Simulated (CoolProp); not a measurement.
A single-stage vapour-compression cycle with the fluid: evaporating at 293.15 K (dew point), condensing at 320.15 K (bubble point), superheat 8 K, subcooling 0 K, compressor efficiency 0.85, no pressure losses. The same conditions are run with several fluids, on thermodynamics alone (safety and materials aside).

Computed with CoolProp (reference Helmholtz-energy equation of state of each fluid (R507A: Lemmon 2003; benzene: Thol 2012; C3F8 (R218): Lemmon 2006; R410A: Lemmon 2003; R1233zd(E): Akasaka 2022; fluoroethane (R161): Wu 2012)). Blends and air are pseudo-pure fits.

```csv
fluid,cooling COP,pressure ratio,discharge temperature (K),refrigerating effect (kJ/kg),volumetric capacity (kJ/m³)
R507A,6.88,1.97,332.7,108,6020
benzene,8.60,3.22,342.4,398,125
C3F8 (R218),6.47,1.99,322.6,53.6,3730
R410A,6.99,1.99,341.7,156,8290
R1233zd(E),8.34,2.47,329.4,167,986
fluoroethane (R161),7.82,2.01,340.5,296,5290
```
